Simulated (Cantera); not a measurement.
Input (Python, Cantera) and output of one run.

```python
import numpy as np
import cantera as ct

gas_names = """
    C CO CO2 C2 C2O C3 C3O2 C4 C5 Fe FeC5O5 FeO O O2 O3
""".split()
cond_names = """
    C(gr) Fe(a) Fe(c) Fe(d) Fe(L) FeC5O5(L) FeO(s) FeO(L) Fe2O3(s) Fe3O4(s)
""".split()


# ... load() reads the species with a 1 bar reference pressure and builds the phases ...
atoms = {
    'Fe': {'Fe': 1},
    'CO': {'C': 1, 'O': 1},
}
top_T = {'C(gr)': 4500, 'Fe2O3(s)': 1830, 'Fe3O4(s)': 1870}  # K; cautious upper limits of use, not melting points


# ... equilibrate(T, P, feed) seeds the gas with the atoms and calls Mixture.equilibrate('TP', solver="vcs", rtol=1e-11, max_steps=5000) ...
results = []
feed = {'Fe': 1, 'CO': 12}  # mol
P = 100000  # Pa
for T in [973, 1123, 1273, 1423, 1573, 1723, 1873]:
    mix = equilibrate(T, P, feed)
    results.append((T, P, feed, dict(zip(mix.species_names, mix.species_moles))))
    x = sorted(zip(gas.X, gas.species_names), reverse=True)
    print(f"T = {T:g} K  P = {P:g} Pa  gas = {mix.phase_moles(0):.4g} mol")
    print("   x: " + "  ".join(f"{s} {v:.3e}" for v, s in x if v > 1e-06))
    print("   condensed (mol): " + ("  ".join(f"{mix.phase(i).name} {mix.phase_moles(i):.4g}"
          for i in range(1, mix.n_phases) if mix.phase_moles(i) > 1e-12) or "none"))
```

Result:

```
T = 973 K  P = 100000 Pa  gas = 7.957 mol
   x: CO 6.175e-01  CO2 3.825e-01
   condensed (mol): C(gr) 4.043  FeO(s) 1
T = 1123 K  P = 100000 Pa  gas = 11.38 mol
   x: CO 9.460e-01  CO2 5.403e-02
   condensed (mol): C(gr) 0.6152  Fe(a) 1
T = 1273 K  P = 100000 Pa  gas = 11.92 mol
   x: CO 9.929e-01  CO2 7.085e-03
   condensed (mol): C(gr) 0.08443  Fe(c) 1
T = 1423 K  P = 100000 Pa  gas = 11.98 mol
   x: CO 9.986e-01  CO2 1.358e-03
   condensed (mol): C(gr) 0.01628  Fe(c) 1
T = 1573 K  P = 100000 Pa  gas = 12 mol
   x: CO 9.996e-01  CO2 3.592e-04
   condensed (mol): C(gr) 0.004309  Fe(c) 1
T = 1723 K  P = 100000 Pa  gas = 12 mol
   x: CO 9.999e-01  CO2 1.211e-04  Fe 9.125e-06
   condensed (mol): C(gr) 0.001452  Fe(d) 0.9999
T = 1873 K  P = 100000 Pa  gas = 12 mol
   x: CO 9.999e-01  Fe 7.906e-05  CO2 4.905e-05
   condensed (mol): C(gr) 0.0005886  Fe(L) 0.9991
```

Method: chemical equilibrium by Gibbs-energy minimisation in Cantera with the NASA 1993 tables (ideal gas, pure condensed phases). Iron dissolves carbon and melts from about 1420 K in contact with it, which pure phases cannot show. The tables' stoichiometric FeO is somewhat more stable than real wüstite, so its field is too wide. FeO: taken at fixed stoichiometry. Condensed phases not in the tables: cementite and carbon dissolved in iron.
